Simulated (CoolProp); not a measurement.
Nitrogen at 776.6 K and 6.15 MPa is compressed adiabatically to 19.8 MPa with isentropic efficiency 0.75. Each further row changes one setting.

The numbers come from the reference Helmholtz-energy equation of state, Span 2000 in CoolProp.

```json
[
 {"case": "as stated", "work (kJ/kg)": "(withheld)", "final temperature (K)": "(withheld)", "final density (kg/m³)": "(withheld)"},
 {"case": "efficiency 1", "work (kJ/kg)": "(withheld)", "final temperature (K)": "(withheld)", "final density (kg/m³)": "(withheld)"},
 {"case": "efficiency 0.65", "work (kJ/kg)": "(withheld)", "final temperature (K)": "1199.3", "final density (kg/m³)": "(withheld)"}
]
```

Q: What belongs in the gaps?

A: 
- as stated, work (kJ/kg): 439
- as stated, final temperature (K): 1143.5
- as stated, final density (kg/m³): 54.9
- efficiency 1, work (kJ/kg): 329
- efficiency 1, final temperature (K): 1052.1
- efficiency 1, final density (kg/m³): 59.4
- efficiency 0.65, work (kJ/kg): 506
- efficiency 0.65, final density (kg/m³): 52.5
